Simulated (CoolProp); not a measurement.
Computed with CoolProp (reference Helmholtz-energy equation of state, Smukala 2000).

Task: For ethylene, give the phase and the cp (kJ/(kg K)), isothermal compressibility (1/MPa) at 31.35 °C and 6.3 bar; 31.35 °C and 21 bar; 31.35 °C and 23.1 bar.

Result: 
- 31.35 °C and 6.3 bar: gas; cp 1.61, isothermal compressibility 1.64
- 31.35 °C and 21 bar: gas; cp 1.81, isothermal compressibility 0.547
- 31.35 °C and 23.1 bar: gas; cp 1.85, isothermal compressibility 0.506
